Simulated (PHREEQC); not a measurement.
## Nickel, zinc or cadmium bath

Solution (25 °C): 0.03 mol/kgw Ni(NO3)2, 6.4e-05 mol/kgw Na2SO4 and 0.1 mol/kgw HCl. Closed to the air; pH follows from the charge balance.

All values are PHREEQC results (ion-association model, wateq4f.dat), not measurements.

Each row changes one thing in this solution. Precipitation was switched off in this run.

| case | pH | SI of Halite (NaCl) |
|---|---|---|
| as made | 1.10 | -6.76 |
| Ni(NO3)2 from 0.03 to 0.003 mol/kgw | 1.08 | … |
| HCl replaced by CaCl2 at the same molality | 5.98 | -6.51 |
| Ni(NO3)2 left out | 1.08 | -6.70 |
| temperature from 25 to 30 °C | 1.10 | -6.77 |
| diluted 2-fold with water | 1.38 | … |
| HCl from 0.1 to 0.11 mol/kgw | 1.06 | -6.72 |
| 0.011 mol/kgw KBr added | 1.10 | -6.76 |
| Na2SO4 replaced by Na2B4O7 at the same molality | 1.10 | -6.76 |

Question: Some entries are withheld; supply them.

Answer: 
- Ni(NO3)2 from 0.03 to 0.003 mol/kgw, SI of Halite (NaCl): -6.71
- diluted 2-fold with water, SI of Halite (NaCl): -7.30
